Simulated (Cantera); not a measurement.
Feed: 1 mol PbF2, 0.9 mol N2, equilibrated at 527 °C.

Equilibrium computed with Cantera from the NASA thermochemical tables; the gas is ideal and each condensed phase is pure. Candidate condensed phases: Pb, PbF2; 12 gas species. The numbers say what is thermodynamically allowed, not how fast it happens.

Question: What share of the Pb ends up in condensed phases as a function of P (Pa), at 0.100, 1.60, 25, 400, 6300, 100000?

Answer: 
| P (Pa) | Pb condensed (%) | as |
|---|---|---|
| 0.100 | 35.5 | Pb(l) |
| 1.60 | 93.8 | Pb(l) + PbF2(s) |
| 25 | 99.6 | Pb(l) + PbF2(s) |
| 400 | 100.0 | Pb(l) + PbF2(s) |
| 6300 | 100.0 | PbF2(s) |
| 100000 | 100.0 | PbF2(s) |
